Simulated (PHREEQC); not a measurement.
Solution (25 °C): 0.038 mol Cu(NO3)2 and 0.062 mol HCl per kg of water. Closed to the air; pH follows from the charge balance.

Computed with PHREEQC (ion-association model, phreeqc.dat).

Precipitation was switched off in this run.

Q: What pH, density, specific conductance does the model give?

A: pH 1.30; density 1.004 g/cm³; specific conductance 27800 µS/cm.

Q: In which forms is Cu present?

A: Cu+2 95 %, CuCl+ 5.2 % of the Cu.
